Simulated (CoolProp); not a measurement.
Computed with CoolProp (reference Helmholtz-energy equation of state, Gao 2016).

Problem. For sulfur dioxide, give the phase and the density (kg/m³), cp (kJ/(kg K)), cv (kJ/(kg K)), Joule-Thomson coefficient (K/MPa) at 387.7 K and 35 MPa; 422.4 K and 3 MPa.

Solution. 
- 387.7 K and 35 MPa: liquid; density 1210, cp 1.37, cv 0.766, Joule-Thomson coefficient -0.0904
- 422.4 K and 3 MPa: gas; density 65.1, cp 0.929, cv 0.639, Joule-Thomson coefficient 13.3
